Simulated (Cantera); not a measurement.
Cantera run:

```python
import numpy as np
import cantera as ct

gas_names = """
    AL ALH ALN AL2 H H2 N NH NH2 NH3 N2 N2H2 N2H4
""".split()
cond_names = """
    AL(cr) AL(L) ALN(s)
""".split()


# ... load() reads the species with a 1 bar reference pressure and builds the phases ...
atoms = {
    'Al': {'AL': 1},
    'NH3': {'N': 1, 'H': 3},
    'N2': {'N': 2},
}
top_T = {'ALN(s)': 2750}  # K; cautious upper limits of use, not melting points


# ... equilibrate(T, P, feed) seeds the gas with the atoms and calls Mixture.equilibrate('TP', solver="vcs", rtol=1e-11, max_steps=5000) ...
results = []
feed = {'Al': 1, 'NH3': 6.5, 'N2': 4}  # mol
P = 10000  # Pa
for T in [773, 873, 973, 1073, 1173, 1273, 1373, 1473, 1573, 1673, 1773, 1873, 1973, 2073]:
    mix = equilibrate(T, P, feed)
    results.append((T, P, feed, dict(zip(mix.species_names, mix.species_moles))))

top = {s: max(r[3][s] / sum(r[3][g] for g in gas_names) for r in results) for s in gas_names}
cols = sorted((s for s in top if top[s] > 0.001), key=lambda s: -top[s])[:7]
seen = [c for c in cond_names if any(r[3].get(c, 0) > 1e-12 for r in results)]
print("log10 of partial pressures in bar; condensed amounts in mol")
print(f"{'T/K':>10s}" + "".join(f"{s[:9]:>10s}" for s in cols + seen))
for T, P, feed, n in results:
    ng = sum(n[g] for g in gas_names)
    print(f"{T:10.4g}" + "".join(f"{np.log10(max(n[s] / ng * P / 1e5, 1e-99)):10.3f}" for s in cols)
          + "".join(f"{n.get(c, 0):10.4g}" for c in seen))
```

It prints:

```
log10 of partial pressures in bar; condensed amounts in mol
       T/K        H2        N2         H        AL    ALN(s)
       773    -1.229    -1.388   -12.656   -30.548         1
       873    -1.229    -1.388   -10.944   -25.556         1
       973    -1.228    -1.388    -9.580   -21.597         1
      1073    -1.228    -1.388    -8.468   -18.382         1
      1173    -1.228    -1.388    -7.543   -15.719         1
      1273    -1.228    -1.388    -6.761   -13.479         1
      1373    -1.228    -1.388    -6.092   -11.569         1
      1473    -1.228    -1.388    -5.512    -9.921         1
      1573    -1.229    -1.388    -5.005    -8.486         1
      1673    -1.229    -1.388    -4.558    -7.225         1
      1773    -1.229    -1.388    -4.160    -6.108    0.9999
      1873    -1.229    -1.389    -3.805    -5.112    0.9986
      1973    -1.231    -1.389    -3.485    -4.219    0.9893
      2073    -1.235    -1.390    -3.198    -3.413     0.932
```

Cantera equilibrium calculation (NASA polynomials, part measured and part estimated; ideal gas, pure solids and liquids).
